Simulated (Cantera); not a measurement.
Source: NASA polynomial tables (part measured, part estimated), evaluated in Cantera. Values are per mole of reaction as written; species without (g) are pure solids or liquids, kept so even where they would boil at 1 bar.

0.5 Ti + Cl2(g) = 0.5 TiCl4(g)

| T (K) | ΔH° (kJ) | ΔS° (J/K) | ΔG° (kJ) | log10 K |
|---|---|---|---|---|
| 725 | [?] | [?] | [?] | [?] |
| 775 | [?] | [?] | [?] | [?] |
| 825 | -380.9 | -59.5 | -331.7 | 21.00 |
| 875 | -380.8 | -59.5 | -328.8 | 19.63 |
| 925 | -380.8 | -59.5 | -325.8 | 18.40 |
| 975 | -380.8 | -59.5 | -322.8 | 17.29 |

Q: Fill in the missing entries.

A: 
- 725, ΔH° (kJ): -380.9
- 725, ΔS° (J/K): -59.6
- 725, ΔG° (kJ): -337.7
- 725, log10 K: 24.33
- 775, ΔH° (kJ): -380.9
- 775, ΔS° (J/K): -59.6
- 775, ΔG° (kJ): -334.7
- 775, log10 K: 22.56
